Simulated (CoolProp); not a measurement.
Properties of cyclopentane along the isobar 101 kPa.

Values from CoolProp's reference Helmholtz-energy equation of state, Gedanitz 2015.

```json
[
 {"T (°C)": "17.65", "phase": "liquid", "density (kg/m³)": "747.7", "cp (kJ/(kg K))": "1.775", "speed of sound (m/s)": "1243", "expansivity (1/kK)": "1.307", "conductivity (mW/(m K))": "[?]"},
 {"T (°C)": "46.45", "phase": "liquid", "density (kg/m³)": "[?]", "cp (kJ/(kg K))": "1.919", "speed of sound (m/s)": "1094", "expansivity (1/kK)": "1.443", "conductivity (mW/(m K))": "119"},
 {"T (°C)": "75.25", "phase": "gas", "density (kg/m³)": "2.513", "cp (kJ/(kg K))": "1.461", "speed of sound (m/s)": "207.4", "expansivity (1/kK)": "3.131", "conductivity (mW/(m K))": "16.6"},
 {"T (°C)": "104.05", "phase": "gas", "density (kg/m³)": "2.307", "cp (kJ/(kg K))": "1.598", "speed of sound (m/s)": "216.0", "expansivity (1/kK)": "2.834", "conductivity (mW/(m K))": "19.7"},
 {"T (°C)": "132.85", "phase": "gas", "density (kg/m³)": "2.134", "cp (kJ/(kg K))": "1.735", "speed of sound (m/s)": "224.1", "expansivity (1/kK)": "2.596", "conductivity (mW/(m K))": "23.1"},
 {"T (°C)": "161.65", "phase": "gas", "density (kg/m³)": "1.986", "cp (kJ/(kg K))": "1.870", "speed of sound (m/s)": "231.9", "expansivity (1/kK)": "2.399", "conductivity (mW/(m K))": "[?]"},
 {"T (°C)": "190.45", "phase": "gas", "density (kg/m³)": "1.858", "cp (kJ/(kg K))": "2.001", "speed of sound (m/s)": "239.5", "expansivity (1/kK)": "2.233", "conductivity (mW/(m K))": "[?]"},
 {"T (°C)": "219.25", "phase": "gas", "density (kg/m³)": "1.746", "cp (kJ/(kg K))": "2.128", "speed of sound (m/s)": "246.7", "expansivity (1/kK)": "2.090", "conductivity (mW/(m K))": "34.6"},
 {"T (°C)": "248.05", "phase": "gas", "density (kg/m³)": "1.647", "cp (kJ/(kg K))": "2.250", "speed of sound (m/s)": "253.7", "expansivity (1/kK)": "1.966", "conductivity (mW/(m K))": "38.7"},
 {"T (°C)": "276.85", "phase": "gas", "density (kg/m³)": "1.559", "cp (kJ/(kg K))": "2.366", "speed of sound (m/s)": "260.6", "expansivity (1/kK)": "1.856", "conductivity (mW/(m K))": "[?]"}
]
```

Complete the blanks.


- 17.65, conductivity (mW/(m K)): 129
- 46.45, density (kg/m³): 718.7
- 161.65, conductivity (mW/(m K)): 26.8
- 190.45, conductivity (mW/(m K)): 30.6
- 276.85, conductivity (mW/(m K)): 42.9

Thermal conductivity comes from a separate model (Vassiliou 2015).
